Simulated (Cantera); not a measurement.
Feed: 1 mol PbO, a varied amount of CO, held at 1000 K and 10.0 Torr.

Cantera equilibrium calculation (NASA polynomials, part measured and part estimated; ideal gas, pure solids and liquids). Candidate condensed phases: C, Pb, PbO, PbO2, Pb3O4; 15 gas species. Kinetics and transport are ignored.

Q: Which condensed phases are stable at each of these points (n(CO) (mol)): 0.52, 0.74, 0.96, 1.2, 1.4, 1.6, 1.9, 2.1, 2.3, 2.5, 2.7?

A: 
| n(CO) (mol) | condensed phases | Pb condensed (%) |
|---|---|---|
| 0.52 | Pb(l) + PbO(yellow) | 99.9 |
| 0.74 | Pb(l) + PbO(yellow) | 99.9 |
| 0.96 | Pb(l) + PbO(yellow) | 99.9 |
| 1.2 | Pb(l) | 99.9 |
| 1.4 | Pb(l) | 99.8 |
| 1.6 | Pb(l) | 99.8 |
| 1.9 | Pb(l) | 99.8 |
| 2.1 | Pb(l) | 99.7 |
| 2.3 | Pb(l) | 99.7 |
| 2.5 | Pb(l) | 99.7 |
| 2.7 | Pb(l) | 99.7 |

From 0.52 mol CO to 0.96 mol CO the condensed part is Pb(l) + PbO(yellow). From 1.2 mol CO to 2.7 mol CO the condensed part is Pb(l).
